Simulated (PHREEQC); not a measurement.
Make-up at 8.6 °C: 0.0016 mol/kgw HF and 0.00013 mol/kgw NH4HF2. Closed to the air; pH follows from the charge balance.

Model: ion-association model, phreeqc.dat, run in PHREEQC.

```tsv
quantity	before	after
pH	3.08	3.23
ionic strength (mol/kgw)	0.000981	0.000740
F- (mol/kgw)	0.000978	0.000736
NH3 (mol/kgw)	2.54e-11	8.25e-10
```

### Question
Name the change that produced these shifts.
A. NH4HF2 from 0.00013 to 0.000195 mol/kgw
B. temperature from 8.6 to 55 °C
C. temperature from 8.6 to 35 °C
D. 0.0029 mol/kgw Ca(OH)2 added
E. HF from 0.0016 to 0.00032 mol/kgw

### Answer
B, temperature from 8.6 to 55 °C

No solid was allowed to form. At this temperature some constants are extrapolated from 25 °C, and those without enthalpy data are left unchanged.
